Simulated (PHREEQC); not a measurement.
A PHREEQC input (ion-association model, phreeqc.dat):

```
SOLUTION 1
  temp 65
  units mg/L
  pH 5.86
  pe 11.4
  Na 1.8
  K 0.546
  Ca 0.679
  Mg 0.439
  Cl 3.76
  S(6) 0.272 as SO4
  Alkalinity 3.28 as HCO3 charge
  Ba 0.00699
  Cd 0.113
END
USE solution 1
EQUILIBRIUM_PHASES 1
  Quartz 0 0.5
  Gypsum 0 0
  CO2(g) -2.5 10
END
```

It stops with these messages:

```
ERROR: Alkalinity cannot be used with charge balance or solution phase boundary constraints.
ERROR: Program terminating due to input errors.
```

The fault: charge balance asked on alkalinity. The line should read `as HCO3` where the input has `as HCO3 charge`. With the mend the run ends at pH 6.33 and ionic strength 0.000204 mol/kgw.
